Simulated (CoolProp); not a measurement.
Oxygen along the isotherm 173.1 K: fugacity coefficient from the reference equation and from simpler models built on Tc = 154.6 K, pc = 5.046 MPa, ω = 0.022; each cubic takes its own stable root.

Model: reference Helmholtz-energy equation of state, Schmidt 1985, in CoolProp.

| p (MPa) | phase | reference |
|---|---|---|
| 0.16 | gas | 0.9925 |
| 0.363 | gas | 0.9830 |
| 0.827 | gas | 0.9615 |
| 1.88 | gas | 0.9132 |
| 4.28 | gas | 0.8063 |
| 9.74 | supercritical | 0.5807 |
| 22.2 | supercritical | 0.3831 |
| 50.5 | supercritical | 0.3483 |

**Question.** How far does each simpler model (Redlich-Kwong, Soave-Redlich-Kwong, Peng-Robinson) lie from the reference over these 8 states: mean and median of the absolute difference, and the worst?

**Answer.** 
- Redlich-Kwong: mean 0.9 %, median 0.2 %, worst +3.6 % at 173.1 K and 50.5 MPa
- Soave-Redlich-Kwong: mean 1.2 %, median 0.3 %, worst +4.5 % at 173.1 K and 50.5 MPa
- Peng-Robinson: mean 3.3 %, median 2.2 %, worst -11.1 % at 173.1 K and 50.5 MPa
